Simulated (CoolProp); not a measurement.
A Linde-Hampson liquefier for nitrogen: isothermal reversible compression at 250 K from 1 atm to 25 MPa, throttling to 1 atm, return gas leaving the recuperator 0 K below the feed. Each further row changes one setting.

Computed with CoolProp (reference Helmholtz-energy equation of state, Span 2000).

```
case                        liquid yield per pass  compression work (kJ/kg of gas)
--------------------------  ---------------------  -------------------------------
as stated                                   0.142                              403
high pressure 50 MPa                            …                                …
warm-end temperature 280 K                      …                                …
warm-end gap 5 K                            0.130                              403
```

Q: Some entries are withheld; supply them.

A: 
- high pressure 50 MPa, liquid yield per pass: 0.150
- high pressure 50 MPa, compression work (kJ/kg of gas): 465
- warm-end temperature 280 K, liquid yield per pass: 0.103
- warm-end temperature 280 K, compression work (kJ/kg of gas): 457
